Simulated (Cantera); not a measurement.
Charge: 1 mol CaCl₂, 2.7 mol H₂O, 0.42 mol H₂, held at 1850 K and 0.100 bar.

Equilibrium computed with Cantera from the NASA thermochemical tables; the gas is ideal and each condensed phase is pure. Candidate condensed phases: Ca, CaCl₂, CaO, Ca(OH)₂, H₂O; 21 gas species. Condensed phases not in the tables: oxide chlorides. Rates play no part.

Base state: H₂O 0.521, HCl 0.265, CaCl₂ 0.109, H₂ 0.102, Cl 0.00107, H 0.000545, OH 0.000205, CaCl 1.64e-5 (mole fractions); condensed: CaO(s).

Q: What changes in the equilibrium state with this change: pressure from 0.100 bar to 0.000250 bar?

A: 
| species | before | after |
|---|---|---|
| H₂O | 0.521 | 0.502 |
| HCl | 0.265 | 0.252 |
| H₂ | 0.102 | 0.108 |
| Cl | 0.00107 | 0.0199 |
| H | 0.000545 | 0.0112 |
| CaCl₂ | 0.109 | 0.102 |
| O | 8.34e-7 | 0.000305 |
| O₂ | 1.87e-6 | 0.000625 |
| CaO(s), mol | 0.549 | 0.569 |
